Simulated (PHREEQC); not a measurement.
Dissolve 190 mmol/kgw CdCl2 and 1.7 mmol/kgw H3BO3 at 20 °C. Closed to the air; pH follows from the charge balance.

All values are PHREEQC results (ion-association model, phreeqc.dat), not measurements.

Each row changes one thing in this solution. Precipitation was switched off in this run.

```csv
case,pH,ionic strength (mol/kgw),Cl- (mol/kgw)
as made,5.29,0.195,0.166
H3BO3 from 0.0017 to 0.0085 mol/kgw,5.26,0.195,0.166
0.091 mol/kgw H2SO4 added,1.01,(withheld),0.180
CdCl2 replaced by FeCl2 at the same molality,5.47,(withheld),0.361
H3BO3 left out,5.29,0.195,0.166
```

### Question
Fill in the missing entries.

### Answer

- 0.091 mol/kgw H2SO4 added, ionic strength (mol/kgw): 0.333
- CdCl2 replaced by FeCl2 at the same molality, ionic strength (mol/kgw): 0.533

Complexes and solids missing from the database can't appear.
